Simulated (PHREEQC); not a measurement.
# Nickel, zinc or cadmium bath: an equilibrium model

Consider water at 2.4 °C with 180 mmol/kgw CdCl2 and 80 mmol/kgw KCl. Closed to the air; pH follows from the charge balance.

The numbers come from PHREEQC with the ion-association model, wateq4f.dat.

Precipitation was switched off in this run.

**Question.** What pH, activity of water does the model give?

**Answer.** pH 5.41; activity of water 0.992.

**Question.** In which forms is Cd present?

**Answer.** CdCl+ 61 %, CdCl2 26 %, Cd+2 11 %, CdCl3- 2.5 % of the Cd.

Away from 25 °C the constants follow the database's enthalpies or fits; those with neither stay at their 25 °C values.
